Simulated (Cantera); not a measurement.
Input: 1 mol AlN, 0.069 mol H₂, equilibrated at 2598 K and 0.100 bar.

Cantera equilibrium calculation (NASA polynomials, part measured and part estimated; ideal gas, pure solids and liquids). Candidate condensed phases: Al, AlN; 13 gas species. Equilibrium is a limit: real reactors are often held back by kinetics, nucleation or transport.

Base state: Al 0.627, N₂ 0.316, H₂ 0.0312, H 0.0213, AlH 0.00357, Al₂ 0.00108 (mole fractions); condensed: gas only.

Q: What changes in the equilibrium state with this change: AlN replaced by Si₃N₄?

A: 
```json
[
 {"species": "N₂", "before": "0.316", "after": "0.857"},
 {"species": "Si", "before": "0", "after": "0.0961"},
 {"species": "H₂", "before": "0.0312", "after": "0.0205"},
 {"species": "Al", "before": "0.627", "after": "0"},
 {"species": "H", "before": "0.0213", "after": "0.0172"},
 {"species": "AlH", "before": "0.00357", "after": "0"},
 {"species": "Si₂", "before": "0", "after": "0.00295"},
 {"species": "SiN", "before": "0", "after": "0.00246"},
 {"species": "Si₂N", "before": "0", "after": "0.00205"},
 {"species": "Al₂", "before": "0.00108", "after": "0"},
 {"species": "Si(l), mol", "before": "0", "after": "2.74"}
]
```
The tables' values for SiN are old estimates; treat these amounts as uncertain. Gases not in the tables: Si₂H₆ and higher silanes. Further candidate phases: Si, Si₃N₄.

Q: What changes in the equilibrium state with this change: pressure from 0.100 bar to 0.000540 bar?

A: 
```
species   before    after
-------  -------  -------
Al         0.627    0.612
N₂         0.316    0.306
H         0.0213   0.0797
H₂        0.0312  0.00236
Al₂      0.00108  5.58e-6
AlH      0.00357  7.04e-5
N        1.25e-6  1.67e-5
```

Q: What changes in the equilibrium state with this change: 0.26 mol NH₃ added?

A: 
```
species   before     after
-------  -------  --------
Al         0.627     0.461
N₂         0.316     0.295
H₂        0.0312     0.186
H         0.0213    0.0519
Al₂      0.00108  0.000585
AlH      0.00357   0.00639
```
